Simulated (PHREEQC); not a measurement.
1 kg of water holding 0.035 mol/kgw CaCl2, 0.0033 mol/kgw MgCl2 and 0.0043 mol/kgw NaCl is evaporated at 75 °C; the solids stay in contact with the brine. The system is closed to CO2. The run lets Bischofite, Brucite, Halite, Portlandite, MgCl2_4H2O precipitate or redissolve, and no other solid.

The series has 26 steps of water left (kg), from 1 to 0.007427.

Computed with PHREEQC (Pitzer model, pitzer.dat).

Which solids form, in which order, and at which step of the series does each first stand?

Halite from water left = 0.007427 kg.

Species that the database lacks are ignored. Away from 25 °C the constants follow the database's enthalpies or fits; those with neither stay at their 25 °C values.
